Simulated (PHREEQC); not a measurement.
Make-up at 50 °C: 0.0044 mol TMAH, 4.3e-05 mol CO2 and 8.6e-05 mol (CH3)4NCl per kg of water. Closed to the air; pH follows from the charge balance.

Model: ion-association model, phreeqc.dat, run in PHREEQC.

This is a speciation only: nothing precipitates in the calculation.

**Question.** Predict the pH.

**Answer.** pH 10.86.

**Question.** In which forms is C present?

**Answer.** CO3-2 86 %, HCO3- 14 % of the C.

(CH3)4N+ isn't in the database: it is added as a free cation with an ion size of 4 Å. Constants without temperature data keep their 25 °C values here.
